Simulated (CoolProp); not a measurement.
CF4 (R14) at 252.61 K and 6.43 MPa is compressed adiabatically to 35.6 MPa with isentropic efficiency 0.6. Each further row changes one setting.

Model: reference Helmholtz-energy equation of state, Platzer 1990, in CoolProp. This equation is an older, rougher fit; its heat capacities, sound speeds and derivatives of the liquid may be far off and weren't checked against measurements.

| case | work (kJ/kg) | final temperature (K) | final density (kg/m³) |
|---|---|---|---|
| as stated | (withheld) | 336.8 | 967 |
| efficiency 1 | (withheld) | 314.6 | (withheld) |
| efficiency 0.65 | 51.8 | (withheld) | 981 |

### Question
Complete the blanks.

### Answer

- as stated, work (kJ/kg): 56.1
- efficiency 1, work (kJ/kg): 33.6
- efficiency 1, final density (kg/m³): 1040
- efficiency 0.65, final temperature (K): 332.6
